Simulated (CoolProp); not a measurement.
Aqueous magnesium chloride as a coolant, 24 % by mass, freezing at -44.4 °C, 1 atm.

Values from CoolProp's Melinder's fits for secondary coolants.

| T (°C) | Prandtl number | viscosity (mPa s) | density (kg/m³) | conductivity (W/(m K)) |
|---|---|---|---|---|
| -6.8 | 128 | 21.7 | 1232 | 0.484 |
| -3.4 | 107 | 18.3 | 1230 | ? |
| 0 | ? | 15.5 | 1228 | 0.497 |
| 3.4 | 75.9 | ? | 1226 | 0.503 |
| 6.8 | 64.5 | 11.3 | 1224 | 0.509 |
| 10.2 | 55.1 | 9.78 | 1223 | 0.516 |
| 13.6 | 47.5 | 8.51 | 1221 | 0.522 |
| 17 | 41.3 | 7.46 | ? | 0.528 |
| 20.4 | 36.2 | 6.60 | 1217 | 0.534 |
| 23.8 | 32.0 | ? | 1215 | ? |
| 27.1 | 28.7 | 5.33 | 1213 | ? |
| 30.5 | 25.9 | 4.86 | 1212 | 0.552 |
| 33.9 | 23.6 | ? | 1210 | 0.558 |

Task: Some entries are withheld; supply them.

Result: 
- -3.4, conductivity (W/(m K)): 0.490
- 0, Prandtl number: 90.0
- 3.4, viscosity (mPa s): 13.2
- 17, density (kg/m³): 1219
- 23.8, viscosity (mPa s): 5.90
- 23.8, conductivity (W/(m K)): 0.540
- 27.1, conductivity (W/(m K)): 0.546
- 33.9, viscosity (mPa s): 4.47
